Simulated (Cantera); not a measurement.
**Carbon deposition, reforming and gasification: C2H2 + H2O + N2**

Input: 1 mol C2H2, 2 mol H2O, 0.25 mol N2, held at 1650 K.

Cantera equilibrium calculation (NASA polynomials, part measured and part estimated; ideal gas, pure solids and liquids). Candidate condensed phases: C, C6H6, C7H8, C8H18, H2O; 136 gas species. The ideal-gas law is rough above about 30 bar. The numbers say what is thermodynamically allowed, not how fast it happens.

From 0.000100 bar to 100 bar nothing is condensed. The main C-bearing gas is CO throughout.

```
P (Pa)     x H2   x CO    x N2     x CH4     x H2O       x H
--------  -----  -----  ------  --------  --------  --------
10        0.566  0.380  0.0475  2.55e-10   2.31e-6   0.00683
72        0.569  0.380  0.0476   4.99e-9   6.23e-6   0.00255
520       0.571  0.381  0.0476   9.71e-8   1.69e-5  0.000952
3700      0.571  0.381  0.0476   1.81e-6   4.58e-5  0.000357
27000     0.571  0.381  0.0476   3.23e-5  0.000137  0.000132
190000    0.571  0.381  0.0475  0.000405  0.000538   4.98e-5
1400000   0.565  0.379  0.0478   0.00357   0.00321   1.83e-5
10000000  0.531  0.371  0.0496    0.0238    0.0199   6.62e-6
```
x: gas mole fraction; nothing condenses.
